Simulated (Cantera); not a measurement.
A diamond (100) surface in a fixed gas of H2 with x(CH4) = 0.0042, x(H) = 0.022, x(CH3) = 1.3e-05, 90.0 Torr; coverages are run to steady state.

Detailed kinetics in Cantera: the Harris–Goodwin 1993 mechanism for the reconstructed diamond (100) surface.

θ: site fractions in the mechanism's names (c6HH fully hydrogenated, c6H* and c6*H radical sites, c6** diradical, c6HM methylated).

```
T (K)  growth (µm/h)  θ c6HH  θ c6H*  θ c6*H   θ c6**  θ c6HM
-----  -------------  ------  ------  ------  -------  ------
950            0.651   0.643  0.0147   0.335  0.00679     ___
1025           0.924   0.574  0.0211   0.393   0.0117     ___
1100            1.21   0.511  0.0285   0.442   0.0186     ___
1175            1.39   0.455  0.0363   0.481   0.0276     ___
1250            1.28   0.406  0.0444   0.511   0.0385     ___
1325           0.935   0.364  0.0525   0.532   0.0513     ___
1400           0.693   0.327  0.0603   0.547   0.0657     ___
```

Q: Some entries are withheld; supply them.

A: 
- 950, θ c6HM: 0.000400
- 1025, θ c6HM: 0.000291
- 1100, θ c6HM: 0.000212
- 1175, θ c6HM: 0.000145
- 1250, θ c6HM: 8.14e-5
- 1325, θ c6HM: 3.38e-5
- 1400, θ c6HM: 1.12e-5
